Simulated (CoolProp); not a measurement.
A single-stage vapour-compression cycle with propane: evaporating at 203.15 K (dew point), condensing at 245.15 K (bubble point), superheat 8 K, subcooling 5 K, compressor efficiency 0.9, no pressure losses. Each further row changes one setting.

Computed with CoolProp (reference Helmholtz-energy equation of state, Lemmon 2009).

```csv
case,cooling COP,pressure ratio,discharge temperature (K),refrigerating effect (kJ/kg),volumetric capacity (kJ/m³)
as stated,3.82,7.43,283.2,382,237
evaporating temperature 208.15 K,4.53,?,278.2,388,?
condensing temperature 240.15 K,?,?,?,393,244
subcooling 10 K,?,7.43,283.2,393,244
superheat 18 K,3.78,7.43,?,?,234
compressor efficiency 0.8,3.39,7.43,290.7,382,237
```

Q: Fill in the missing entries.

A: 
- evaporating temperature 208.15 K, pressure ratio: 5.58
- evaporating temperature 208.15 K, volumetric capacity (kJ/m³): 314
- condensing temperature 240.15 K, cooling COP: 4.41
- condensing temperature 240.15 K, pressure ratio: 6.10
- condensing temperature 240.15 K, discharge temperature (K): 275.8
- subcooling 10 K, cooling COP: 3.93
- superheat 18 K, discharge temperature (K): 294.0
- superheat 18 K, refrigerating effect (kJ/kg): 395
